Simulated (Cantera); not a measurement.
A closed system holds: 1 mol PbO, 0.017 mol O₂, 0.17 mol H₂, 1.4 mol CO, equilibrated at 900 K and 87000 Pa.

These are equilibrium values from Cantera (NASA tables, ideal gas, pure condensed phases), not measurements of a reactor. Candidate condensed phases: C, C₆H₆, C₇H₈, C₈H₁₈, H₂O, Pb, PbO, PbO₂, Pb₃O₄; 113 gas species. Rates play no part.

Base state: CO₂ 0.608, CO 0.284, H₂ 0.0556, H₂O 0.0517, CH₄ 0.000540 (mole fractions); condensed: Pb(l).

What changes in the equilibrium state with this change: H₂ from 0.17 to 2.6 mol?


```
species       before   after
----------  --------  ------
H₂            0.0556   0.441
CO             0.284   0.176
H₂O           0.0517   0.174
CO₂            0.608   0.160
CH₄         0.000540  0.0496
Pb(l), mol     1.000   1.000
```
